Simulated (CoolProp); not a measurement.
Ethylene at 391.13 K and 12.8 MPa is throttled through a valve to 3.78 MPa with no heat exchange. Each further row changes one setting.

Values from CoolProp's reference Helmholtz-energy equation of state, Smukala 2000.

| case | temperature change (K) | final density (kg/m³) |
|---|---|---|
| as stated | … | … |
| outlet pressure 1.13 MPa | … | 12.5 |
| outlet pressure 4.91 MPa | -40.2 | 57.3 |

Question: Fill in the missing entries.

Answer: 
- as stated, temperature change (K): -48.2
- as stated, final density (kg/m³): 43.5
- outlet pressure 1.13 MPa, temperature change (K): -69.3
